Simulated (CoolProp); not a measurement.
The numbers come from the reference Helmholtz-energy equation of state, Lemmon 2006 in CoolProp. It is a short technical equation, of lower accuracy than the large ones.

Problem. For C2F6 (R116), give the phase and the Z, expansivity (1/kK), conductivity (mW/(m K)), fugacity coefficient at 237 K and 12200 kPa; 237 K and 14200 kPa; 237 K and 16300 kPa.

Solution. 
- 237 K and 12200 kPa: liquid; Z 0.574, expansivity 2.82, conductivity 68.0, fugacity coefficient 0.0767
- 237 K and 14200 kPa: liquid; Z 0.663, expansivity 2.69, conductivity 69.2, fugacity coefficient 0.0724
- 237 K and 16300 kPa: liquid; Z 0.755, expansivity 2.58, conductivity 70.3, fugacity coefficient 0.0695

Thermal conductivity comes from a separate model (Huber 2003), an estimate that may be off by 10 % or more.
